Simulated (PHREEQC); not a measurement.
0.24 g of hydrous ferric oxide (600 m²/g; 0.2 weak and 0.005 strong sites per Fe, Dzombak-Morel constants, diffuse double layer) in 1 kg of water with 0.005 mol/kgw of an inert sodium salt and 9.6e-07 mol NaH2PO4, at 25 °C; the pH is set by adding NaOH or the inert anion's acid. O2 is buffered at 0.21 atm. CO2 from the air is kept out. Nothing may precipitate in this run.

Base run: PHREEQC, ion-association model, wateq4f.dat. Each further column changes one thing. The table gives surface charge σ (C/m²).

| pH | base | background salt from 0.005 to 0.0005 mol/kgw | oxide from 0.24 to 1.2 g/kgw | 0.0013 mol/kgw H3BO3 added |
|---|---|---|---|---|
| 3 | 0.303 | 0.242 | 0.309 | 0.303 |
| 4 | 0.183 | 0.099 | 0.188 | 0.183 |
| 5 | 0.090 | 0.039 | 0.092 | 0.090 |
| 6 | 0.037 | 0.014 | 0.038 | 0.037 |
| 7 | 0.013 | 0.004 | 0.013 | 0.013 |
| 8 | 0.001 | 0.000 | 0.001 | 0.001 |
| 9 | -0.009 | -0.003 | -0.009 | -0.010 |

H3PO4, which wateq4f.dat lacks, is added to it with the constant of phreeqc.dat. The oxide is taken as insoluble; below pH 4 it would dissolve.
